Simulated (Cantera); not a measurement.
An isothermal, constant-pressure homogeneous reactor starts with 85.5 % NO, 14.5 % N₂, at 1725 K and 0.770 atm.

Detailed kinetics in Cantera: GRI-Mech 3.0 (53 species, 325 reactions).

Predict: x(NO) at 100 s; x(N₂) at 100 s; x(O) at 100 s; x(NO₂) at 100 s; x(O₂) at 100 s.


- x(NO) at 100 s = 0.0268 (gas-phase equilibrium 0.00388)
- x(N₂) at 100 s = 0.559 (gas-phase equilibrium 0.571)
- x(O) at 100 s = 4.26e-5 (gas-phase equilibrium 4.31e-5)
- x(NO₂) at 100 s = 9.78e-5 (gas-phase equilibrium 1.44e-5)
- x(O₂) at 100 s = 0.414 (gas-phase equilibrium 0.425)
